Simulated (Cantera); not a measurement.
Adiabatic ignition

An adiabatic, constant-pressure homogeneous reactor starts with 8.83 % C2H4, 17.7 % O2, 66.4 % N2, 7.07 % H2O, equivalence ratio 1.5, at 1075 K and 1.28 atm.

Cantera simulation using GRI-Mech 3.0 (53 species, 325 reactions); the numbers are that mechanism's predictions, not measurements. GRI-Mech 3.0 was tuned for natural gas; its chemistry of ethylene as a main component is partial and can be far from experiment.

```csv
t (s),T (K),x C2H4,x O2,x H2O,x OH,x CH2CO
2.00e-6,1075,0.0883,0.177,0.0707,<1e-12,<1e-12
5.79e-6,1075,0.0883,0.177,0.0707,<1e-12,<1e-12
1.68e-5,1075,0.0883,0.177,0.0707,<1e-12,2.80e-12
4.86e-5,1075,0.0883,0.177,0.0707,<1e-12,1.09e-11
0.000141,1075,0.0883,0.177,0.0707,<1e-12,3.98e-11
0.000408,1075,0.0883,0.177,0.0707,<1e-12,1.62e-10
0.00118,1075,0.0883,0.177,0.0707,<1e-12,7.62e-10
0.00343,1075,0.0883,0.177,0.0707,1.07e-12,4.30e-9
0.00993,1075,0.0883,0.177,0.0707,1.10e-11,6.34e-8
0.0288,2588,<1e-12,0.000592,0.165,0.00524,<1e-12
0.0834,2587,<1e-12,0.000589,0.165,0.00523,<1e-12
0.242,2587,<1e-12,0.000589,0.165,0.00523,<1e-12
0.700,2587,<1e-12,0.000589,0.165,0.00523,<1e-12
```
x: mole fraction; the columns are a selection and need not sum to one.

```
Property                                                               Value
---------------------------------  -----------------------------------------
time of steepest temperature rise                                    18.3 ms
temperature at 0.700 s                                                2587 K
equilibrium temperature                                               2587 K
x(C2H4) at 0.700 s                     <1e-12 (gas-phase equilibrium <1e-12)
x(O2) at 0.700 s                   0.000589 (gas-phase equilibrium 0.000589)
x(H2O) at 0.700 s                        0.165 (gas-phase equilibrium 0.165)
```
